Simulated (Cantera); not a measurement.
A freely propagating, adiabatic, planar premixed flame of 12.3 % CH₄, 0.504 % CO, 17.7 % O₂, 60.4 % N₂, 9.10 % CO₂, equivalence ratio 1.4, unburnt at 675 K and 0.197 atm; mixture-averaged transport, grid criteria slope 0.08 and curve 0.16, no radiation.

Cantera simulation using GRI-Mech 3.0 (53 species, 325 reactions); the numbers are that mechanism's predictions, not measurements. Burning velocities carry a grid error of a few per cent, more on coarse grids.

Task: Predict: laminar burning velocity; thermal thickness; peak x(H); peak x(O).

Result: 
| Quantity | Value |
|---|---|
| laminar burning velocity | 113 cm/s |
| thermal thickness | 1.85 mm |
| peak x(H) | 0.0110 |
| peak x(O) | 0.00119 |
